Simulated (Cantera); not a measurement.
A perfectly stirred reactor is fed with C2H4 : H2 = 1 : 3.5 (molar parts), at 760 Torr; it is held at 1975 K, and followed from long to short residence time.

Model: GRI-Mech 3.0 (53 species, 325 reactions), integrated in Cantera. GRI-Mech 3.0 was tuned for natural gas; its chemistry of ethylene as a main component is partial and can be far from experiment. GRI-Mech 3.0 stops at C3 and has no aromatics, soot or wall deposition, so with more carbon than oxygen in the feed, carbon stays in small species such as C2H2 where larger ones or solid carbon would form.

```csv
quantity,before,after
x(C2H4) at τ = 20.0 s,0.00114,0.000306
x(H2) at τ = 20.0 s,0.813,0.815
x(C2H2) at τ = 20.0 s,0.179,0.181
x(C2H) at τ = 20.0 s,4.66e-6,1.19e-5
x(CH4) at τ = 20.0 s,0.00557,9.11e-5
x(C2H4) at τ = 0.240 s,0.00116,0.0582
x(H2) at τ = 0.240 s,0.813,0.807
x(C2H2) at τ = 0.240 s,0.179,0.134
x(C2H) at τ = 0.240 s,4.64e-6,8.20e-7
x(CH4) at τ = 0.240 s,0.00542,2.17e-5
```

Q: What was changed between the two runs?
A) pressure from 760 Torr to 0.638 Torr
B) temperature 1975 to 1075 K
C) pressure from 760 Torr to 0.158 Torr
D) H2 3.5 to 2.2 parts

A: C, pressure from 760 Torr to 0.158 Torr
